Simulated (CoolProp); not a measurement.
Vapour-liquid equilibrium of ethanol (1) + ethylbenzene (2) at 9.3 bar; x and y are mole fractions of (1).

Model: multi-fluid Helmholtz-energy mixture model, Schroeder 2014 and Zhou 2012; pair parameters Bell 2016, in CoolProp.

Task: Give the bubble temperature and the first vapour's composition at x = 0.05, 0.875, 0.95. Is there an azeotrope?

Result: x = 0.05: 215.7 °C, y = 0.358; x = 0.875: 150.4 °C, y = 0.939; x = 0.95: 148.8 °C, y = 0.973. No azeotrope shows between x = 0.05 and 0.95.

The pair parameters rest on a limited set of measurements; away from them the model extrapolates. With so large a gap from Raoult's law the liquid may split in two, which this calculation doesn't test in full.
